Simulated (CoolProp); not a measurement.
Computed with CoolProp (reference Helmholtz-energy equation of state, Thol 2019).

Task: For n-pentane, give the phase and the cp (kJ/(kg K)), cv (kJ/(kg K)), speed of sound (m/s), expansivity (1/kK) at 411.6 K and 541 kPa; 446.8 K and 541 kPa; 517.3 K and 541 kPa.

Result: 
- 411.6 K and 541 kPa: gas; cp 2.27, cv 2.08, speed of sound 205, expansivity 3.37
- 446.8 K and 541 kPa: gas; cp 2.38, cv 2.22, speed of sound 218, expansivity 2.84
- 517.3 K and 541 kPa: gas; cp 2.63, cv 2.49, speed of sound 241, expansivity 2.23
